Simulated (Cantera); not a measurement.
# Thermodynamics of aluminium nitride and oxide growth, feed AlCl3 + N2O + N2

Input: 1 mol AlCl3, 15 mol N2O, a varied amount of N2, held at 2100 K and 2300 Pa.

Method: chemical equilibrium by Gibbs-energy minimisation in Cantera with the NASA 1993 tables (ideal gas, pure condensed phases). Candidate condensed phases: Al, AlCl3, AlN, Al2O3; 24 gas species. Kinetics and transport are ignored.

```csv
n(N2) (mol),log p N2,log p O2,log p Cl,log p NO,log p O,log p Cl2,n Al2O3(s)
1.1,-1.85,-2.23,-2.58,-3.65,-3.97,-5.21,0.500
1.8,-1.84,-2.25,-2.59,-3.66,-3.98,-5.23,0.500
3.2,-1.83,-2.27,-2.61,-3.66,-3.99,-5.27,0.500
5.6,-1.81,-2.31,-2.65,-3.67,-4.01,-5.35,0.500
9.9,-1.79,-2.36,-2.70,-3.69,-4.04,-5.46,0.500
17,-1.76,-2.45,-2.78,-3.71,-4.08,-5.62,0.500
30,-1.73,-2.57,-2.90,-3.76,-4.14,-5.86,0.499
53,-1.70,-2.72,-3.05,-3.82,-4.22,-6.16,0.499
92,-1.68,-2.91,-3.23,-3.90,-4.31,-6.51,0.499
160,-1.66,-3.11,-3.43,-4.00,-4.41,-6.91,0.499
280,-1.65,-3.34,-3.65,-4.11,-4.53,-7.34,0.499
```
log p: log10 of the partial pressure in bar; n: condensed amount in mol.

From 1.1 mol N2 to 280 mol N2 the condensed part is Al2O3(s). The main Al-bearing gas is AlOCl throughout.
